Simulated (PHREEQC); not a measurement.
# Brine (model solution)

A solution holds 4.1 mol/kgw KCl, at 33 °C. Closed to the air; pH follows from the charge balance.

The numbers come from PHREEQC with the Pitzer model, pitzer.dat.

Each row changes one thing in this solution. This is a speciation only: nothing precipitates in the calculation.

| case | pH | ionic strength (mol/kgw) |
|---|---|---|
| as made | 6.76 | 4.10 |
| temperature from 33 to 70 °C | 6.29 | 4.10 |
| KCl from 4.1 to 3.69 mol/kgw | 6.76 | 3.69 |
| 2.4 mol/kgw H2SO4 added | -1.20 | 6.56 |
| KCl from 4.1 to 0.82 mol/kgw | 6.84 | 0.820 |
| KCl replaced by HCl at the same molality | -1.34 | 4.10 |
| temperature from 33 to 5 °C | 7.24 | 4.10 |
| diluted 10-fold with water | 6.86 | 0.410 |
| 0.091 mol/kgw Na2SO4 added | 6.91 | 4.37 |

Complexes and solids missing from the database can't appear. Some of these states are supersaturated (in Sylvite, for instance). Away from 25 °C the constants follow the database's enthalpies or fits; those with neither stay at their 25 °C values.
